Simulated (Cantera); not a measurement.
An isothermal, constant-pressure homogeneous reactor starts with 20.5 % H₂, 47.6 % O₂, 31.9 % N₂, at 1275 K and 0.257 atm.

Detailed kinetics in Cantera: the H2/O2 subset of GRI-Mech 3.0, which has no nitrogen chemistry. The temperature is held fixed by assumption; the heat of reaction is taken as removed at once.

x: mole fraction; the columns are a selection and need not sum to one.

| t (s) | x H₂ | x O₂ | x O | x H | x H₂O₂ |
|---|---|---|---|---|---|
| 1.00e-6 | 0.205 | 0.476 | 8.37e-10 | 6.12e-9 | 2.00e-12 |
| 5.34e-6 | 0.205 | 0.476 | 1.89e-8 | 4.87e-8 | 5.74e-11 |
| 2.85e-5 | 0.205 | 0.476 | 1.50e-5 | 3.27e-5 | 4.34e-9 |
| 0.000152 | 0.00570 | 0.405 | 0.0143 | 0.00949 | 5.78e-6 |
| 0.000811 | … | 0.416 | … | … | … |
| 0.00433 | 5.46e-6 | 0.416 | 1.64e-5 | 3.25e-7 | 1.87e-7 |
| 0.0231 | 5.31e-7 | 0.416 | 1.95e-6 | 1.31e-8 | 3.40e-8 |
| 0.123 | 8.63e-8 | 0.416 | 3.34e-7 | 9.47e-10 | 7.14e-9 |
| 0.658 | 3.90e-8 | 0.416 | 1.44e-7 | 2.91e-10 | 3.43e-9 |
| 3.51 | 3.85e-8 | 0.416 | 1.42e-7 | 2.86e-10 | 3.39e-9 |
| 18.7 | 3.85e-8 | 0.416 | 1.42e-7 | 2.86e-10 | 3.39e-9 |
| 100 | 3.85e-8 | 0.416 | 1.42e-7 | 2.86e-10 | 3.39e-9 |

**Question.** Fill in the missing entries.

**Answer.** 
- 0.000811, x H₂: 0.000132
- 0.000811, x O: 0.000293
- 0.000811, x H: 2.47e-5
- 0.000811, x H₂O₂: 1.17e-6
